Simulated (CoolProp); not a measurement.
A closed Brayton cycle with carbon dioxide: compressor inlet 330.15 K and 9.5 MPa, high pressure 18 MPa, turbine inlet 710 K, compressor efficiency 0.89, turbine efficiency 0.85, recuperator effectiveness 0 (on enthalpy, no pinch check). Each further row changes one setting.

Values from CoolProp's reference Helmholtz-energy equation of state, Span 1996.

```json
[
 {"case": "as stated", "thermal efficiency (%)": "…", "net work (kJ/kg)": "40.7", "compressor to turbine work": "0.41", "compressor exit (K)": "379.8", "turbine exit (K)": "642.3"},
 {"case": "turbine inlet 660 K", "thermal efficiency (%)": "9.1", "net work (kJ/kg)": "34.9", "compressor to turbine work": "0.45", "compressor exit (K)": "379.8", "turbine exit (K)": "594.7"},
 {"case": "compressor inlet 340.15 K", "thermal efficiency (%)": "8.8", "net work (kJ/kg)": "36.4", "compressor to turbine work": "0.47", "compressor exit (K)": "…", "turbine exit (K)": "642.3"},
 {"case": "high pressure 15.3 MPa", "thermal efficiency (%)": "7.0", "net work (kJ/kg)": "…", "compressor to turbine work": "0.39", "compressor exit (K)": "…", "turbine exit (K)": "659.3"},
 {"case": "recuperator effectiveness 0.5", "thermal efficiency (%)": "14.1", "net work (kJ/kg)": "40.7", "compressor to turbine work": "0.41", "compressor exit (K)": "379.8", "turbine exit (K)": "642.3"}
]
```

Complete the blanks.


- as stated, thermal efficiency (%): 9.2
- compressor inlet 340.15 K, compressor exit (K): 394.5
- high pressure 15.3 MPa, net work (kJ/kg): 31.9
- high pressure 15.3 MPa, compressor exit (K): 367.0
